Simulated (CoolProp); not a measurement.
Ethylbenzene along the isobar 5.28 MPa: Z from the reference equation and from simpler models built on Tc = 617.1 K, pc = 3.622 MPa, ω = 0.304; each cubic takes its own stable root.

Values from CoolProp's reference Helmholtz-energy equation of state, Zhou 2012.

```csv
T (K),phase,reference
189.9,liquid,0.3698
204.6,liquid,0.3481
219.3,liquid,0.3292
234,liquid,0.3128
248.7,liquid,0.2984
263.4,liquid,0.2857
278.1,liquid,0.2744
292.8,liquid,0.2644
307.5,liquid,0.2554
322.2,liquid,0.2474
337,liquid,0.2402
351.7,liquid,0.2337
366.4,liquid,0.2279
381.1,liquid,0.2228
395.8,liquid,0.2182
```

Problem. How far does each simpler model (van der Waals, Redlich-Kwong, Soave-Redlich-Kwong, Peng-Robinson) lie from the reference over these 15 states: mean and median of the absolute difference, and the worst?

Solution. 
- van der Waals: mean 72.0 %, median 71.8 %, worst +76.8 % at 189.9 K and 5.28 MPa
- Redlich-Kwong: mean 17.1 %, median 16.6 %, worst +19.3 % at 189.9 K and 5.28 MPa
- Soave-Redlich-Kwong: mean 14.6 %, median 14.2 %, worst +18.3 % at 189.9 K and 5.28 MPa
- Peng-Robinson: mean 2.2 %, median 1.7 %, worst +5.8 % at 189.9 K and 5.28 MPa
